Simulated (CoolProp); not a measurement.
The fluid at 293.15 K and 0.455 MPa flows at 13 m/s in a round tube of 50 mm bore and 1.5 µm roughness, fully developed (64/Re and Nu = 3.66 if laminar; Colebrook and Gnielinski if turbulent). The same conditions are run with several fluids, on thermodynamics alone (safety and materials aside).

Values from CoolProp's reference Helmholtz-energy equation of state of each fluid (ammonia: Gao 2020; CH2F2 (R32): Tillner-Roth 1997; nitrogen: Span 2000; ethane: Bücker 2006; R143a: Lemmon and Jacobsen 2000).

```tsv
fluid	Reynolds number	Darcy friction factor	pressure drop (Pa/m)	heat-transfer coefficient (W/(m² K))	mass flow (kg/h)
ammonia	223000	___	___	213	308
CH2F2 (R32)	511000	0.0135	237	221	951
nitrogen	193000	0.0160	141	___	___
ethane	408000	0.0140	138	256	535
R143a	1010000	___	355	377	1580
```

Problem. Fill in the missing entries.

Solution. 
- ammonia, Darcy friction factor: 0.0156
- ammonia, pressure drop (Pa/m): 88.4
- nitrogen, heat-transfer coefficient (W/(m² K)): 159
- nitrogen, mass flow (kg/h): 481
- R143a, Darcy friction factor: 0.0123

Transport values come from each fluid's own correlations; those of CH2F2 (R32), R143a are estimates that may be off by 10 % or more.
